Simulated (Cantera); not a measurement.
Equilibrium for roasting and sulfation: FeS + O2 + N2

Input: 1 mol FeS, 6 mol O2, 2.5 mol N2, at 0.110 bar.

Method: chemical equilibrium by Gibbs-energy minimisation in Cantera with the NASA 1993 tables (ideal gas, pure condensed phases). Candidate condensed phases: Fe, FeO, FeS, FeSO4, FeS2, Fe2O3, Fe2(SO4)3, Fe3O4, S; 19 gas species. Rates play no part.

```csv
T (K),x O2,x N2,x SO3,x SO2,x NO,x NO2,n Fe2O3(s),n Fe2(SO4)3(s)
673,0.600,0.400,5.23e-5,3.60e-7,1.81e-7,1.63e-7,0.167,0.333
698,0.600,0.400,0.000174,2.26e-6,3.24e-7,2.02e-7,0.167,0.333
723,0.600,0.400,0.000533,1.24e-5,5.58e-7,2.46e-7,0.168,0.332
748,0.599,0.399,0.00152,6.12e-5,9.27e-7,2.95e-7,0.170,0.330
773,0.597,0.398,0.00402,0.000271,1.49e-6,3.49e-7,0.176,0.324
798,0.594,0.395,0.0100,0.00110,2.31e-6,4.07e-7,0.190,0.310
823,0.584,0.388,0.0236,0.00409,3.44e-6,4.62e-7,0.226,0.274
848,0.563,0.370,0.0530,0.0143,4.89e-6,5.01e-7,0.318,0.182
873,0.527,0.338,0.0956,0.0396,6.56e-6,5.13e-7,0.500,0
898,0.529,0.336,0.0839,0.0506,9.31e-6,5.84e-7,0.500,0
923,0.532,0.334,0.0720,0.0617,1.30e-5,6.61e-7,0.500,0
948,0.535,0.332,0.0605,0.0725,1.77e-5,7.43e-7,0.500,0
973,0.537,0.331,0.0500,0.0822,2.39e-5,8.30e-7,0.500,0
998,0.539,0.329,0.0409,0.0908,3.17e-5,9.22e-7,0.500,0
```
x: gas mole fraction; n: condensed amount in mol.

From 673 K to 848 K the condensed part is Fe2O3(s) + Fe2(SO4)3(s). From 873 K to 998 K the condensed part is Fe2O3(s).
